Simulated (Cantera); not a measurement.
Input (Python, Cantera) and output of one run.

```python
import numpy as np
import cantera as ct

gas_names = [...]  # 140 gases of nasa_gas.yaml made of C, Fe, H, N, O
cond_names = """
    C(gr) C6H6(L) C7H8(L) C8H18(L),n-octa Fe(a) Fe(c) Fe(d) Fe(L) FeC5O5(L) FeO(s) FeO(L) Fe(OH)2(s)
    Fe(OH)3(s) Fe2O3(s) Fe3O4(s) H2O(s) H2O(L)
""".split()


# ... load() reads the species with a 1 bar reference pressure and builds the phases ...
atoms = {
    'Fe2O3': {'Fe': 2, 'O': 3},
    'CH4': {'C': 1, 'H': 4},
    'N2': {'N': 2},
    'C': {'C': 1},
}
top_T = {'C(gr)': 4500, 'Fe2O3(s)': 1830, 'Fe3O4(s)': 1870}  # K; cautious upper limits of use, not melting points


# ... equilibrate(T, P, feed) seeds the gas with the atoms and calls Mixture.equilibrate('TP', solver="vcs", rtol=1e-11, max_steps=5000) ...
results = []
feed = {'Fe2O3': 1, 'CH4': 1.4, 'N2': 1.4, 'C': 0.79}  # mol
P = 1000  # Pa
for T in [800, 1000, 1200, 1400, 1600, 1800, 2000, 2200, 2400, 2600]:
    mix = equilibrate(T, P, feed)
    results.append((T, P, feed, dict(zip(mix.species_names, mix.species_moles))))

top = {s: max(r[3][s] / sum(r[3][g] for g in gas_names) for r in results) for s in gas_names}
cols = sorted((s for s in top if top[s] > 1e-06), key=lambda s: -top[s])[:8]
seen = [c for c in cond_names if any(r[3].get(c, 0) > 1e-12 for r in results)]
print("log10 of partial pressures in bar; condensed amounts in mol")
print(f"{'T/K':>10s}" + "".join(f"{s[:9]:>10s}" for s in cols + seen))
for T, P, feed, n in results:
    ng = sum(n[g] for g in gas_names)
    print(f"{T:10.4g}" + "".join(f"{np.log10(max(n[s] / ng * P / 1e5, 1e-99)):10.3f}" for s in cols)
          + "".join(f"{n.get(c, 0):10.4g}" for c in seen))
```

Output:

```
log10 of partial pressures in bar; condensed amounts in mol
       T/K        H2        CO        Fe        N2         H       H2O       CO2        OH     Fe(a)     Fe(c)     Fe(d)     Fe(L)
       800    -2.397    -2.603   -19.190    -2.658   -12.737    -3.450    -3.031   -17.284         2         0         0         0
      1000    -2.424    -2.557   -13.827    -2.659    -9.856    -3.210    -3.186   -13.298         2         0         0         0
      1200    -2.445    -2.530   -10.304    -2.659    -7.927    -3.101    -3.323   -10.681         0         2         0         0
      1400    -2.458    -2.514    -7.815    -2.659    -6.542    -3.045    -3.437    -8.830         0         2         0         0
      1600    -2.467    -2.504    -5.960    -2.659    -5.498    -3.013    -3.528    -7.451         0     1.999         0         0
      1800    -2.476    -2.500    -4.531    -2.661    -4.684    -2.995    -3.601    -6.383         0         0     1.981         0
      2000    -2.501    -2.512    -3.438    -2.678    -4.039    -3.001    -3.674    -5.540         0         0         0     1.755
      2200    -2.624    -2.615    -2.633    -2.784    -3.561    -3.116    -3.830    -4.909         0         0         0         0
      2400    -2.675    -2.625    -2.647    -2.796    -3.136    -3.155    -3.876    -4.351         0         0         0         0
      2600    -2.778    -2.646    -2.673    -2.821    -2.805    -3.283    -3.963    -3.946         0         0         0         0
```

Equilibrium computed with Cantera from the NASA thermochemical tables; the gas is ideal and each condensed phase is pure.
